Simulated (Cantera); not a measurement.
# Equilibrium for silicon oxide and oxynitride deposition: Si2H6 + CO2 + N2 + NO

Input: 1 mol Si2H6, a varied amount of CO2, 11 mol N2, 1.6 mol NO, equilibrated at 698 K and 0.165 Torr.

These are equilibrium values from Cantera (NASA tables, ideal gas, pure condensed phases), not measurements of a reactor. Candidate condensed phases: C, C6H6, C7H8, C8H18, H2O, Si, SiC, SiO2, Si2N2O, Si3N4; 151 gas species. The feed counts by its element totals alone. The numbers say what is thermodynamically allowed, not how fast it happens.

At 0.27 mol CO2 the condensed part is C(graphite) + SiO2(α-quartz) + Si2N2O(s). From 1.2 mol CO2 to 2.2 mol CO2 the condensed part is C(graphite) + SiO2(α-quartz). From 3.1 mol CO2 to 7.9 mol CO2 the condensed part is SiO2(α-quartz).

| n(CO2) (mol) | x N2 | x CO2 | x H2 | x CO | x H2O | x CH4 | x NH3 | n C(graphite) | n SiO2(α-quartz) | n Si2N2O(s) |
|---|---|---|---|---|---|---|---|---|---|---|
| 0.27 | 0.788 | 7.00e-11 | 0.211 | 8.52e-6 | 1.81e-7 | 8.72e-5 | 1.83e-7 | 0.269 | 0.760 | 0.620 |
| 1.2 | 0.797 | 7.06e-11 | 0.203 | 8.55e-6 | 1.74e-7 | 8.01e-5 | 1.72e-7 | 1.20 | 2.00 | 0 |
| 2.2 | 0.710 | 0.00956 | 0.179 | 0.0995 | 0.00179 | 6.23e-5 | 1.35e-7 | 0.388 | 2.00 | 0 |
| 3.1 | 0.659 | 0.0348 | 0.163 | 0.138 | 0.00429 | 2.76e-5 | 1.13e-7 | 0 | 2.00 | 0 |
| 4.1 | 0.624 | 0.0807 | 0.149 | 0.136 | 0.00924 | 9.68e-6 | 9.66e-8 | 0 | 2.00 | 0 |
| 5 | 0.596 | 0.119 | 0.139 | 0.134 | 0.0128 | 5.49e-6 | 8.44e-8 | 0 | 2.00 | 0 |
| 6 | 0.567 | 0.157 | 0.128 | 0.131 | 0.0160 | 3.40e-6 | 7.32e-8 | 0 | 2.00 | 0 |
| 6.9 | 0.544 | 0.189 | 0.120 | 0.129 | 0.0183 | 2.38e-6 | 6.48e-8 | 0 | 2.00 | 0 |
| 7.9 | 0.520 | 0.222 | 0.112 | 0.126 | 0.0205 | 1.69e-6 | 5.69e-8 | 0 | 2.00 | 0 |
x: gas mole fraction; n: condensed amount in mol.
